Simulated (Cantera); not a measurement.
**Diamond growth**

A diamond (100) surface in a fixed gas of H2 with x(CH4) = 0.012, x(H) = 0.023, x(CH3) = 0.001, at 1000 K; coverages are run to steady state.

Cantera simulation using the Harris–Goodwin 1993 mechanism for the reconstructed diamond (100) surface; the numbers are that mechanism's predictions, not measurements.

```tsv
P (Pa)	growth (µm/h)	θ c6HH	θ c6H*	θ c6*H	θ c6**	θ c6HM
300	1.36	0.580	0.0178	0.365	0.00943	0.0203
550	2.64	0.579	0.0178	0.364	0.00942	0.0214
1000	4.94	0.579	0.0178	0.364	0.00941	0.0221
1800	9.05	0.579	0.0178	0.363	0.00941	0.0225
3300	16.8	0.578	0.0179	0.363	0.00942	0.0227
6000	30.6	0.578	0.0180	0.363	0.00944	0.0228
11000	56.4	0.578	0.0182	0.363	0.00947	0.0229
20000	103	0.578	0.0187	0.362	0.00953	0.0230
```
θ: site fractions in the mechanism's names (c6HH fully hydrogenated, c6H* and c6*H radical sites, c6** diradical, c6HM methylated).
